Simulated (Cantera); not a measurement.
# N2O + H2O + H2 (abatement and gas-phase synthesis)

Feed: 1 mol N2O, 0.067 mol H2O, 0.36 mol H2, at 3423 K and 1100 Pa.

Equilibrium computed with Cantera from the NASA thermochemical tables; the gas is ideal and each condensed phase is pure. Candidate condensed phases: H2O; 24 gas species. The numbers say what is thermodynamically allowed, not how fast it happens.

| Item | Value |
|---|---|
| x(N2) | 0.345 |
| x(O) | 0.341 |
| x(H) | 0.284 |
| x(NO) | 0.00956 |
| x(O2) | 0.00783 |
| x(OH) | 0.00744 |
| x(H2) | 0.00364 |
| x(N) | 0.000854 |
| x(H2O) | 0.000216 |
| gas amount | 2.853 mol |
